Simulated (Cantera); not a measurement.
## Thermodynamics of fluorocarbon and chlorocarbon gases, feed CF₄ + F₂ + Si

Input: 1 mol CF₄, 0.89 mol F₂, a varied amount of Si, equilibrated at 748.15 K and 0.290 bar.

These are equilibrium values from Cantera (NASA tables, ideal gas, pure condensed phases), not measurements of a reactor. Candidate condensed phases: C, Si, SiC; 23 gas species. Condensed phases not in the tables: fluorocarbon polymer. Gases not in the tables: C₂F₆ and larger saturated fluorocarbons. Equilibrium is a limit: real reactors are often held back by kinetics, nucleation or transport.

From 0.11 mol Si to 0.44 mol Si nothing is condensed. From 0.57 mol Si to 1 mol Si the condensed part is C(graphite). The main Si-bearing gas is SiF₄ throughout.

| n(Si) (mol) | x SiF₄ | x CF₄ | x F₂ | x F | n C(graphite) |
|---|---|---|---|---|---|
| 0.11 | 0.0617 | 0.561 | 0.374 | 0.00403 | 0 |
| 0.14 | 0.0798 | 0.570 | 0.346 | 0.00388 | 0 |
| 0.19 | 0.112 | 0.587 | 0.298 | 0.00360 | 0 |
| 0.25 | 0.152 | 0.609 | 0.236 | 0.00320 | 0 |
| 0.33 | 0.211 | 0.640 | 0.146 | 0.00252 | 0 |
| 0.44 | 0.303 | 0.689 | 0.00663 | 0.000536 | 0 |
| 0.57 | 0.394 | 0.606 | <1e-12 | <1e-12 | 0.125 |
| 0.76 | 0.526 | 0.474 | <1e-12 | <1e-12 | 0.315 |
| 1 | 0.692 | 0.308 | <1e-12 | <1e-12 | 0.555 |
x: gas mole fraction; n: condensed amount in mol.
